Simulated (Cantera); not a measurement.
Halide evaporation, hydrolysis and transport: CaF2 + O2 + H2

Feed: 1 mol CaF2, 0.93 mol O2, a varied amount of H2, at 1500 K and 1.33 mbar.

Method: chemical equilibrium by Gibbs-energy minimisation in Cantera with the NASA 1993 tables (ideal gas, pure condensed phases). Candidate condensed phases: Ca, CaF2, CaO, Ca(OH)2, H2O; 29 gas species. The numbers say what is thermodynamically allowed, not how fast it happens.

From 27 mol H2 to 420 mol H2 the condensed part is CaO(s). The main Ca-bearing gas is CaF2 throughout.

```csv
n(H2) (mol),x H2,x HF,x H2O,x CaF2,x H,x CaF,x Ca,n CaO(s)
27,0.897,0.0687,0.0321,0.00136,0.000457,3.28e-6,4.61e-8,0.962
34,0.918,0.0550,0.0257,0.00108,0.000462,3.31e-6,5.90e-8,0.962
44,0.936,0.0427,0.0200,0.000843,0.000466,3.35e-6,7.73e-8,0.962
57,0.950,0.0332,0.0155,0.000654,0.000470,3.37e-6,1.01e-7,0.962
73,0.961,0.0260,0.0121,0.000513,0.000473,3.39e-6,1.30e-7,0.962
94,0.969,0.0202,0.00945,0.000399,0.000475,3.40e-6,1.69e-7,0.962
120,0.976,0.0159,0.00742,0.000313,0.000476,3.42e-6,2.17e-7,0.962
160,0.982,0.0119,0.00558,0.000235,0.000478,3.42e-6,2.90e-7,0.961
200,0.985,0.00957,0.00447,0.000189,0.000479,3.43e-6,3.63e-7,0.961
260,0.989,0.00737,0.00344,0.000145,0.000479,3.43e-6,4.73e-7,0.961
330,0.991,0.00581,0.00272,0.000114,0.000480,3.44e-6,6.01e-7,0.961
420,0.993,0.00457,0.00214,8.99e-5,0.000480,3.44e-6,7.66e-7,0.960
```
x: gas mole fraction; n: condensed amount in mol.
